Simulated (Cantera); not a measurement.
**Hydrocarbon pyrolysis for carbon deposition**

An isothermal, constant-pressure homogeneous reactor starts with C2H4 : H2 = 1 : 34 (molar parts), at 1550 K and 1.01 bar.

Model: GRI-Mech 3.0 (53 species, 325 reactions), integrated in Cantera. GRI-Mech 3.0 was tuned for natural gas; its chemistry of ethylene as a main component is partial and can be far from experiment. GRI-Mech 3.0 stops at C3 and has no aromatics, soot or wall deposition, so with more carbon than oxygen in the feed, carbon stays in small species such as C2H2 where larger ones or solid carbon would form.

| t (s) | x C2H4 | x H2 | x CH3 | x CH2 | x CH4 |
|---|---|---|---|---|---|
| 0.000500 | 0.0279 | 0.971 | 4.01e-8 | 5.11e-11 | 5.94e-6 |
| 0.00124 | 0.0239 | 0.971 | 1.04e-6 | 4.83e-10 | 0.000253 |
| 0.00310 | 0.0116 | 0.971 | 2.84e-6 | 4.36e-10 | 0.00147 |
| 0.00770 | 0.00470 | 0.971 | 3.73e-6 | 3.04e-10 | 0.00258 |
| 0.0192 | 0.00367 | 0.970 | 4.80e-6 | 3.08e-10 | 0.00385 |
| 0.0477 | 0.00349 | 0.969 | 6.97e-6 | 3.72e-10 | 0.00637 |
| 0.119 | 0.00317 | 0.966 | 1.05e-5 | 4.51e-10 | 0.0113 |
| 0.295 | 0.00260 | 0.962 | 1.56e-5 | 5.50e-10 | 0.0198 |
| 0.734 | 0.00185 | 0.956 | 2.17e-5 | 6.65e-10 | 0.0312 |
| 1.83 | 0.00133 | 0.951 | 2.59e-5 | 7.44e-10 | 0.0392 |
| 4.54 | 0.00124 | 0.951 | 2.66e-5 | 7.57e-10 | 0.0406 |
| 11.3 | 0.00124 | 0.951 | 2.66e-5 | 7.57e-10 | 0.0406 |
| 28.1 | 0.00124 | 0.951 | 2.66e-5 | 7.57e-10 | 0.0406 |
| 70.0 | 0.00124 | 0.951 | 2.66e-5 | 7.57e-10 | 0.0406 |
x: mole fraction; the columns are a selection and need not sum to one.

Equilibrium at this temperature and pressure: C2H4 0.00124, H2 0.951, CH3 2.66e-5, CH2 7.57e-10, CH4 0.0406 (gas phase only).
